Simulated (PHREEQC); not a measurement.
K2CO3 is added in steps, without added water, to 1 kg of water holding 0.0026 mol HF and 6.2e-05 mol CsF, at 83 °C. Oxygen is held at 0.21 atm. No CO2 enters from the air. No solid was allowed to form.

Base run: PHREEQC, ion-association model, wateq4f.dat. Each further column changes one thing. The table gives HF (mol/kgw).

| K2CO3 added (mol) | base | all activity coefficients set to 1 | metal-ligand complexes left out | Debye-Hückel limiting law | Davies equation for every ion |
|---|---|---|---|---|---|
| 0 | 0.00196 | … | 0.00196 | 0.00195 | 0.00195 |
| 0.0007 | 0.00104 | … | 0.00104 | 0.00104 | 0.00104 |
| 0.0013 | 7.75e-5 | … | 7.75e-5 | 7.76e-5 | 7.76e-5 |
| 0.002 | 2.40e-6 | 2.41e-6 | 2.40e-6 | 2.41e-6 | 2.41e-6 |
| 0.0027 | 5.16e-8 | … | 5.16e-8 | 5.23e-8 | 5.19e-8 |
| 0.0033 | 9.70e-9 | 8.95e-9 | 9.70e-9 | 9.87e-9 | 9.75e-9 |
| 0.004 | 5.18e-9 | … | 5.18e-9 | 5.29e-9 | 5.21e-9 |

Task: Some entries are withheld; supply them.

Result: 
- 0, all activity coefficients set to 1: 0.00197
- 0.0007, all activity coefficients set to 1: 0.00105
- 0.0013, all activity coefficients set to 1: 7.80e-5
- 0.0027, all activity coefficients set to 1: 4.87e-8
- 0.004, all activity coefficients set to 1: 4.73e-9

Constants without temperature data keep their 25 °C values here.
